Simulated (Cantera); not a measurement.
Charge: 1 mol AlN, 5.1 mol F2, 0.21 mol O2, held at 0.0323 Torr.

These are equilibrium values from Cantera (NASA tables, ideal gas, pure condensed phases), not measurements of a reactor. Candidate condensed phases: Al, AlF3, AlN, Al2O3; 30 gas species. Rates play no part.

Task: At 1175 °C, list the 4 most abundant gas species with their mole fractions, and the condensed phases.

Result: F 0.814, AlF3 0.102, N2 0.0558, O2 0.0186. Condensed: gas only.
